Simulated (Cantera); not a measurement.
Mixture: CH₄ : O₂ : N₂ = 1 : 2.7 : 10.2 (molar parts), equivalence ratio 0.74, at 5.70 bar, adiabatic and at constant volume. Ignition delay is the time to a rise of 400 K.

Model: GRI-Mech 3.0 (53 species, 325 reactions), integrated in Cantera.

Question: Predict: delay at 1125 K; delay at 1225 K; delay at 1325 K; delay at 1425 K; delay at 1525 K; apparent activation energy between 1425 and 1525 K.

Answer: 
- delay at 1125 K: 19.8 ms
- delay at 1225 K: 5.27 ms
- delay at 1325 K: 1.59 ms
- delay at 1425 K: 0.535 ms
- delay at 1525 K: 0.200 ms
- apparent activation energy between 1425 and 1525 K: 180 kJ/mol
